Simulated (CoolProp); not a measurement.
A simple Rankine cycle with cyclopentane: condensing at 311.15 K, boiler at 0.257 MPa, turbine inlet 503.9 K, turbine efficiency 0.7, pump efficiency 0.7, no recuperator. Each further row changes one setting.

Model: reference Helmholtz-energy equation of state, Gedanitz 2015, in CoolProp.

```
case                             thermal efficiency (%)  net work (kJ/kg)  heat in (kJ/kg)  turbine exit temperature (K)  volume ratio over the turbine
-------------------------------  ----------------------  ----------------  ---------------  ----------------------------  -----------------------------
as stated                                           7.1              51.9              728                         477.8                           3.59
turbine inlet 523.9 K                                 ?              54.2              773                         497.9                           3.59
condensing temperature 303.15 K                     8.5              63.1              743                         472.2                              ?
boiler pressure 0.18 MPa                            5.3              38.4                ?                         485.0                              ?
turbine efficiency 0.6                              6.1              44.5              728                         481.4                           3.62
```

Task: Fill in the missing entries.

Result: 
- turbine inlet 523.9 K, thermal efficiency (%): 7.0
- condensing temperature 303.15 K, volume ratio over the turbine: 4.76
- boiler pressure 0.18 MPa, heat in (kJ/kg): 730
- boiler pressure 0.18 MPa, volume ratio over the turbine: 2.53
